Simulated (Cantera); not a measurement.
What does this Cantera script print?

```python
import numpy as np
import cantera as ct

gas_names = """
    H HO2 H2 H2O H2O2 H2S H2SO4 O OH O2 O3 S SH SO SO2 SO3 S2 S2O S8
""".split()
cond_names = """
    H2O(s) H2O(L) H2SO4(L) S(cr1) S(cr2) S(L)
""".split()


# ... load() reads the species with a 1 bar reference pressure and builds the phases ...
atoms = {
    'SO2': {'S': 1, 'O': 2},
    'H2': {'H': 2},
}
top_T = {}  # K; cautious upper limits of use, not melting points


# ... equilibrate(T, P, feed) seeds the gas with the atoms and calls Mixture.equilibrate('TP', solver="vcs", rtol=1e-11, max_steps=5000) ...
results = []
T = 3100  # K
P = 10000  # Pa
for m in [0.039, 0.051, 0.066, 0.086, 0.11, 0.15, 0.19, 0.25, 0.32, 0.42, 0.55, 0.71, 0.93]:
    feed = {'SO2': 1, 'H2': m}  # mol
    mix = equilibrate(T, P, feed)
    results.append((T, P, feed, dict(zip(mix.species_names, mix.species_moles))))
    x = sorted(zip(gas.X, gas.species_names), reverse=True)
    print(f"T = {T:g} K  P = {P:g} Pa  n(H2) = {m:g} mol  gas = {mix.phase_moles(0):.4g} mol")
    print("   x: " + "  ".join(f"{s} {v:.3e}" for v, s in x if v > 0.001))
    print("   condensed (mol): " + ("  ".join(f"{mix.phase(i).name} {mix.phase_moles(i):.4g}"
          for i in range(1, mix.n_phases) if mix.phase_moles(i) > 1e-12) or "none"))
```

It prints:

```
T = 3100 K  P = 10000 Pa  n(H2) = 0.039 mol  gas = 1.473 mol
   x: SO2 3.306e-01  SO 2.905e-01  O 1.657e-01  O2 1.103e-01  S 5.179e-02  H 2.710e-02  OH 1.641e-02  H2O 2.750e-03  S2 2.379e-03  H2 1.626e-03
   condensed (mol): none
T = 3100 K  P = 10000 Pa  n(H2) = 0.051 mol  gas = 1.492 mol
   x: SO2 3.242e-01  SO 2.882e-01  O 1.638e-01  O2 1.077e-01  S 5.196e-02  H 3.379e-02  OH 2.022e-02  H2O 4.225e-03  H2 2.527e-03  S2 2.394e-03
   condensed (mol): none
T = 3100 K  P = 10000 Pa  n(H2) = 0.066 mol  gas = 1.515 mol
   x: SO2 3.165e-01  SO 2.853e-01  O 1.615e-01  O2 1.048e-01  S 5.217e-02  H 4.147e-02  OH 2.447e-02  H2O 6.275e-03  H2 3.806e-03  S2 2.414e-03  SH 1.035e-03
   condensed (mol): none
T = 3100 K  P = 10000 Pa  n(H2) = 0.086 mol  gas = 1.544 mol
   x: SO2 3.070e-01  SO 2.818e-01  O 1.586e-01  O2 1.011e-01  S 5.246e-02  H 5.078e-02  OH 2.943e-02  H2O 9.242e-03  H2 5.707e-03  S2 2.441e-03  SH 1.275e-03
   condensed (mol): none
T = 3100 K  P = 10000 Pa  n(H2) = 0.11 mol  gas = 1.578 mol
   x: SO2 2.963e-01  SO 2.778e-01  O 1.554e-01  O2 9.691e-02  H 6.088e-02  S 5.281e-02  OH 3.455e-02  H2O 1.301e-02  H2 8.202e-03  S2 2.473e-03  SH 1.538e-03
   condensed (mol): none
T = 3100 K  P = 10000 Pa  n(H2) = 0.15 mol  gas = 1.633 mol
   x: SO2 2.801e-01  SO 2.715e-01  O 1.502e-01  O2 9.064e-02  H 7.576e-02  S 5.337e-02  OH 4.158e-02  H2O 1.948e-02  H2 1.270e-02  S2 2.526e-03  SH 1.934e-03
   condensed (mol): none
T = 3100 K  P = 10000 Pa  n(H2) = 0.19 mol  gas = 1.687 mol
   x: SO 2.656e-01  SO2 2.654e-01  O 1.455e-01  H 8.884e-02  O2 8.503e-02  S 5.391e-02  OH 4.722e-02  H2O 2.594e-02  H2 1.747e-02  S2 2.578e-03  SH 2.291e-03
   condensed (mol): none
T = 3100 K  P = 10000 Pa  n(H2) = 0.25 mol  gas = 1.766 mol
   x: SO 2.574e-01  SO2 2.457e-01  O 1.390e-01  H 1.060e-01  O2 7.759e-02  S 5.468e-02  OH 5.384e-02  H2O 3.530e-02  H2 2.488e-02  SH 2.774e-03  S2 2.652e-03
   condensed (mol): none
T = 3100 K  P = 10000 Pa  n(H2) = 0.32 mol  gas = 1.857 mol
   x: SO 2.484e-01  SO2 2.255e-01  O 1.321e-01  H 1.234e-01  O2 7.013e-02  OH 5.957e-02  S 5.552e-02  H2O 4.545e-02  H2 3.369e-02  SH 3.278e-03  S2 2.734e-03
   condensed (mol): none
T = 3100 K  P = 10000 Pa  n(H2) = 0.42 mol  gas = 1.985 mol
   x: SO 2.366e-01  SO2 2.006e-01  H 1.446e-01  O 1.235e-01  OH 6.523e-02  O2 6.122e-02  H2O 5.834e-02  S 5.660e-02  H2 4.629e-02  SH 3.916e-03  S2 2.841e-03
   condensed (mol): none
T = 3100 K  P = 10000 Pa  n(H2) = 0.55 mol  gas = 2.15 mol
   x: SO 2.226e-01  SO2 1.739e-01  H 1.678e-01  O 1.138e-01  H2O 7.235e-02  OH 6.973e-02  H2 6.230e-02  S 5.778e-02  O2 5.197e-02  SH 4.639e-03  S2 2.962e-03
   condensed (mol): none
T = 3100 K  P = 10000 Pa  n(H2) = 0.71 mol  gas = 2.352 mol
   x: SO 2.070e-01  H 1.915e-01  SO2 1.474e-01  O 1.037e-01  H2O 8.590e-02  H2 8.115e-02  OH 7.254e-02  S 5.894e-02  O2 4.319e-02  SH 5.400e-03  S2 3.081e-03
   condensed (mol): none
T = 3100 K  P = 10000 Pa  n(H2) = 0.93 mol  gas = 2.629 mol
   x: H 2.181e-01  SO 1.879e-01  SO2 1.193e-01  H2 1.052e-01  H2O 9.930e-02  O 9.243e-02  OH 7.363e-02  S 6.005e-02  O2 3.431e-02  SH 6.266e-03  S2 3.198e-03
   condensed (mol): none
```

These are equilibrium values from Cantera (NASA tables, ideal gas, pure condensed phases), not measurements of a reactor.
